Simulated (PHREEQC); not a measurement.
0.076 g of hydrous ferric oxide (600 m²/g; 0.2 weak and 0.005 strong sites per Fe, Dzombak-Morel constants, diffuse double layer) in 1 kg of water with 0.01 mol/kgw of an inert sodium salt, at 25 °C; the pH is set by adding NaOH or the inert anion's acid. O2 is buffered at 0.21 atm. CO2 from the air is kept out. No solid was allowed to form.

Base run: PHREEQC, ion-association model, wateq4f.dat. Each further column changes one thing. The table gives surface charge σ (C/m²).

```json
[
 {"pH": "4", "base": "0.216", "background salt from 0.01 to 0.001 mol/kgw": "0.118", "oxide from 0.076 to 0.38 g/kgw": "0.217", "0.00047 mol/kgw CaCl2 added": "0.223"},
 {"pH": "5", "base": "0.113", "background salt from 0.01 to 0.001 mol/kgw": "0.050", "oxide from 0.076 to 0.38 g/kgw": "0.114", "0.00047 mol/kgw CaCl2 added": "0.118"},
 {"pH": "6", "base": "0.050", "background salt from 0.01 to 0.001 mol/kgw": "0.019", "oxide from 0.076 to 0.38 g/kgw": "0.050", "0.00047 mol/kgw CaCl2 added": "0.052"},
 {"pH": "7", "base": "0.017", "background salt from 0.01 to 0.001 mol/kgw": "0.006", "oxide from 0.076 to 0.38 g/kgw": "0.017", "0.00047 mol/kgw CaCl2 added": "0.019"},
 {"pH": "8", "base": "0.001", "background salt from 0.01 to 0.001 mol/kgw": "0.000", "oxide from 0.076 to 0.38 g/kgw": "0.001", "0.00047 mol/kgw CaCl2 added": "0.003"},
 {"pH": "9", "base": "-0.013", "background salt from 0.01 to 0.001 mol/kgw": "-0.004", "oxide from 0.076 to 0.38 g/kgw": "-0.013", "0.00047 mol/kgw CaCl2 added": "-0.003"},
 {"pH": "10", "base": "-0.040", "background salt from 0.01 to 0.001 mol/kgw": "-0.015", "oxide from 0.076 to 0.38 g/kgw": "-0.040", "0.00047 mol/kgw CaCl2 added": "-0.003"},
 {"pH": "11", "base": "-0.099", "background salt from 0.01 to 0.001 mol/kgw": "-0.054", "oxide from 0.076 to 0.38 g/kgw": "-0.100", "0.00047 mol/kgw CaCl2 added": "-0.004"},
 {"pH": "12", "base": "-0.229", "background salt from 0.01 to 0.001 mol/kgw": "-0.200", "oxide from 0.076 to 0.38 g/kgw": "-0.229", "0.00047 mol/kgw CaCl2 added": "-0.006"}
]
```
